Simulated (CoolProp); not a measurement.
Saturation properties of isohexane (Tc = 497.7 K, pc = 3.043 MPa, ω = 0.280).

Model: reference Helmholtz-energy equation of state, Lemmon 2006, in CoolProp. It is a short technical equation, of lower accuracy than the large ones.

| T (K) | p (MPa) | liquid density (kg/m³) | enthalpy of vaporisation (kJ/kg) | liquid cp (kJ/(kg K)) | vapour Z | surface tension (mN/m) |
|---|---|---|---|---|---|---|
| 224.5 | 0.0003917 | 713.4 | 393.6 | 1.921 | 0.9992 | 24.5 |
| 234.3 | 0.0008333 | 705.0 | 387.4 | 1.958 | 0.9986 | 23.5 |
| 244.1 | 0.001651 | 696.5 | 381.3 | 1.996 | 0.9976 | 22.5 |
| 253.9 | 0.003076 | 688.0 | 375.2 | 2.036 | 0.9961 | 21.4 |
| 263.7 | 0.005425 | 679.4 | 369.1 | 2.078 | 0.9941 | 20.4 |
| 273.5 | 0.009121 | 670.7 | 363.0 | 2.121 | 0.9913 | 19.4 |
| 283.3 | 0.01470 | 662.0 | 356.8 | 2.166 | 0.9877 | 18.4 |
| 293.1 | 0.02281 | 653.1 | 350.6 | 2.212 | 0.9831 | 17.4 |
| 302.9 | 0.03424 | 644.1 | 344.2 | 2.258 | 0.9774 | 16.4 |

It boils at 333.4 K under 1 atm.

Surface tension comes from a separate correlation (Mulero 2012).
